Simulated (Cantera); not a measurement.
Input: 1 mol Ti(OiPr)₄, a varied amount of O₂, 210 mol H₂, at 900 °C and 7.70 mbar.

These are equilibrium values from Cantera (NASA tables, ideal gas, pure condensed phases), not measurements of a reactor. Candidate condensed phases: C, C₆H₆, C₇H₈, C₈H₁₈, H₂O, Ti, TiC, TiO, TiO₂, Ti₂O₃, Ti₃O₅, Ti₄O₇; 113 gas species. The feed counts by its element totals alone. Mutual solubility and eutectic melting of coexisting phases are not modelled. TiC: taken at fixed stoichiometry. The numbers say what is thermodynamically allowed, not how fast it happens.

Question: Which condensed phases are stable at each of these points (n(O₂) (mol)): 0.17, 0.24, 0.35, 0.49, 0.7, 0.99, 1.4, 2, 2.8, 4, 5.7, 8.1, 11?

Answer: 
```csv
n(O₂) (mol),condensed phases,Ti condensed (%)
0.17,C(graphite) + TiC(s),100.0
0.24,C(graphite) + TiC(s),100.0
0.35,C(graphite) + TiC(s),100.0
0.49,C(graphite) + TiC(s),100.0
0.7,C(graphite) + TiC(s),100.0
0.99,C(graphite) + TiC(s),100.0
1.4,C(graphite) + TiC(s),100.0
2,C(graphite) + TiC(s),100.0
2.8,C(graphite) + TiC(s),100.0
4,TiC(s) + Ti₂O₃(s),100.0
5.7,TiO₂(rutile),100.0
8.1,TiO₂(rutile),100.0
11,TiO₂(rutile),100.0
```

From 0.17 mol O₂ to 2.8 mol O₂ the condensed part is C(graphite) + TiC(s). At 4 mol O₂ the condensed part is TiC(s) + Ti₂O₃(s). From 5.7 mol O₂ to 11 mol O₂ the condensed part is TiO₂(rutile).
